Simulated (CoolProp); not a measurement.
Computed with CoolProp (reference Helmholtz-energy equation of state, Fiedler 2023).

Task: Give the vapour pressure (MPa), liquid density (kg/m³), vapour density (kg/m³), enthalpy of vaporisation (kJ/kg) of saturated tetrahydrofuran at 121.55, 129.45, 168.95 °C.

Result: 
```json
[
 {"T (°C)": "121.55", "p (MPa)": "0.461", "liquid density (kg/m³)": "767", "vapour density (kg/m³)": "11.1", "enthalpy of vaporisation (kJ/kg)": "371"},
 {"T (°C)": "129.45", "p (MPa)": "0.550", "liquid density (kg/m³)": "757", "vapour density (kg/m³)": "13.1", "enthalpy of vaporisation (kJ/kg)": "364"},
 {"T (°C)": "168.95", "p (MPa)": "1.20", "liquid density (kg/m³)": "700", "vapour density (kg/m³)": "28.5", "enthalpy of vaporisation (kJ/kg)": "322"}
]
```
